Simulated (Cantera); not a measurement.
A closed system holds: 1 mol Si, 13 mol CO₂, 1 mol H₂, equilibrated at 675 °C and 1.00 bar.

Equilibrium computed with Cantera from the NASA thermochemical tables; the gas is ideal and each condensed phase is pure. Candidate condensed phases: C, C₆H₆, C₇H₈, C₈H₁₈, H₂O, Si, SiC, SiO₂; 123 gas species. Rates play no part.

### Question
What is the equilibrium state?

### Answer
x(CO₂): 0.737
x(CO): 0.191
x(H₂O): 0.0486
x(H₂): 0.0228
x(CH₄): 7.78e-6
n(SiO₂(β-quartz)): 1.00 mol
gas amount: 14.00 mol
log10 activity of C(graphite) (absent): -1.06
log10 activity of Si(s) (absent): -19.85
